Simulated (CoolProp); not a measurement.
Vapour-liquid equilibrium of dimethyl ether (1) + ethanol (2) at 0.0359 MPa; x and y are mole fractions of (1).

Model: multi-fluid Helmholtz-energy mixture model, Wu 2011 and Schroeder 2014; pair parameters Bell 2016, in CoolProp.

**Question.** Give the bubble temperature and the first vapour's composition at x = 0.25, 0.75, 0.85. Is there an azeotrope?

**Answer.** x = 0.25: 245.9 K, y = 0.996; x = 0.75: 230.9 K, y = 0.999; x = 0.85: 229.4 K, y = 1.000. No azeotrope shows between x = 0.05 and 0.95.

Pair parameters are fitted to limited data, so mixtures are less certain than the pure fluids. With so large a gap from Raoult's law the liquid may split in two, which this calculation doesn't test in full.
